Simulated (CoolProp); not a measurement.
Vapour pressure (kPa) of n-pentane: the reference equation beside estimates from Tc = 469.7 K, pc = 3368 kPa, ω = 0.251.

Computed with CoolProp (reference Helmholtz-energy equation of state, Thol 2019).

```tsv
T (K)	reference	van der Waals	Redlich-Kwong	Soave-Redlich-Kwong
227.8	1.892	75.91	4.933	1.822
243.1	5.088	117.8	12.12	4.926
258.4	11.94	174.0	26.06	11.63
273.8	25.19	247.1	50.59	24.69
289.1	48.26	338.4	89.69	47.58
304.4	85.73	450.2	148.3	85.01
319.8	143.5	585.1	232.0	143.0
335.1	226.9	743.3	345.0	227.2
350.4	343.2	926.9	492.9	345.1
365.7	499.8	1137	680.6	504.4
381.1	706.2	1378	914.8	714.9
396.4	968.3	1646	1197	982.5
411.7	1297	1944	1533	1318
427.1	1705	2276	1930	1732
442.4	2200	2639	2387	2231
```

Absolute difference from the reference over all 15 rows, mean and median: van der Waals 699.6 and 227.6 %, Redlich-Kwong 64.2 and 52.0 %, Soave-Redlich-Kwong 1.5 and 1.4 %.
